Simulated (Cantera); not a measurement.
A closed system holds: 1 mol CuO, 8.6 mol CO, at 1000 K and 13.3 mbar.

Equilibrium computed with Cantera from the NASA thermochemical tables; the gas is ideal and each condensed phase is pure. Candidate condensed phases: C, Cu, CuO, Cu2O; 15 gas species. Rates play no part.

Base state: CO 0.884, CO2 0.116 (mole fractions); condensed: Cu(s).

Task: What changes in the equilibrium state with this change: CuO replaced by MgO?

Result: 
```csv
species,before,after
CO,0.884,0.993
CO2,0.116,0.00745
"Cu(s), mol",1.00,0
"C(graphite), mol",0,0.0636
"MgO(s), mol",0,1.00
```
Further candidate phases: Mg, MgCO3, MgO.
